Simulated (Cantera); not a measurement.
Mixture: H2 : O2 : N2 = 1 : 1.06 : 4 (molar parts), equivalence ratio 0.47, at 3.30 bar, adiabatic and at constant volume. Ignition delay is the time to a rise of 400 K.

Computed with Cantera and the H2/O2 subset of GRI-Mech 3.0, which has no nitrogen chemistry. The hydrogen kinetics of GRI-Mech 3.0 are dated; newer H2 mechanisms differ, most at raised pressure. Where the delays flatten at high temperature, the 400 K rule measures the pace of heat release, not the induction time.

Task: What does this change do: constant pressure in place of constant volume?

Result: 
| quantity | before | after |
|---|---|---|
| delay at 1200 K | 18.4 µs | 19.2 µs |
| delay at 1350 K | 7.81 µs | 8.38 µs |
| delay at 1500 K | 4.77 µs | 5.36 µs |
| delay at 1650 K | 3.57 µs | 4.29 µs |

Task: What does this change do: O2 1.06 to 0.77 parts?

Result: 
```csv
quantity,before,after
delay at 1200 K,18.4 µs,21.8 µs
delay at 1350 K,7.81 µs,9.24 µs
delay at 1500 K,4.77 µs,5.63 µs
delay at 1650 K,3.57 µs,4.21 µs
```
